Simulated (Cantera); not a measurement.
Feed: 1 mol PbO, 0.58 mol CH4, 7.1 mol H2, held at 1273 K and 10.0 mbar.

Cantera equilibrium calculation (NASA polynomials, part measured and part estimated; ideal gas, pure solids and liquids). Candidate condensed phases: C, C6H6, C7H8, C8H18, H2O, Pb, PbO, PbO2, Pb3O4; 113 gas species. The numbers say what is thermodynamically allowed, not how fast it happens.

Base state: H2 0.799, Pb 0.102, CO 0.0572, H2O 0.0409, CO2 0.00177 (mole fractions); condensed: gas only.

Question: What changes in the equilibrium state with this change: temperature from 1273 K to 1973 K?

Answer: 
```tsv
species	before	after
H2	0.799	0.787
Pb	0.102	0.101
CO	0.0572	0.0579
H	6.37e-6	0.0120
CO2	0.00177	0.000684
H2O	0.0409	0.0417
OH	3.76e-9	6.02e-5
PbO	3.41e-7	2.20e-5
```

Question: What changes in the equilibrium state with this change: temperature from 1273 K to 923.15 K?

Answer: 
```tsv
species	before	after
H2	0.799	0.892
CO	0.0572	0.0598
H2O	0.0409	0.0418
Pb	0.102	0.000255
CO2	0.00177	0.00572
CH4	7.95e-9	3.64e-5
Pb(l), mol	0	0.998
```

Question: What changes in the equilibrium state with this change: PbO replaced by TiO2?

Answer: 
| species | before | after |
|---|---|---|
| H2 | 0.799 | 0.938 |
| CO | 0.0572 | 0.0622 |
| H2O | 0.0409 | 2.83e-5 |
| Pb | 0.102 | 0 |
| CH4 | 7.95e-9 | 2.02e-5 |
| CO2 | 0.00177 | 1.13e-6 |
| TiC(s), mol | 0 | 0.0320 |
| Ti2O3(s), mol | 0 | 0.484 |
Mutual solubility and eutectic melting of coexisting phases are not modelled. TiC: taken at fixed stoichiometry. Further candidate phases: Ti, TiC, TiO, TiO2, Ti2O3, Ti3O5, Ti4O7.
